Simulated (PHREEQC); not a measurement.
0.033 g of hydrous ferric oxide (600 m²/g; 0.2 weak and 0.005 strong sites per Fe, Dzombak-Morel constants, diffuse double layer) in 1 kg of water with 0.3 mol/kgw of an inert sodium salt and 0.0041 mmol/kgw Na2SeO3 and 0.0014 mmol/kgw Na2SeO4, at 25 °C; the pH is set by adding NaOH or the inert anion's acid. No oxygen is let in. CO2 from the air is kept out. Nothing may precipitate in this run.

The series has 17 steps of pH, from 4 to 12.

Computed with PHREEQC (ion-association model, wateq4f.dat).

Question: Near which pH is half of the Se sorbed, and on which side is more sorbed?

Answer: Near pH 7.1, with more sorbed at lower pH.

The database's selenite sorption wasn't checked against measurements; a fall in acid may be a fault of its surface constants.
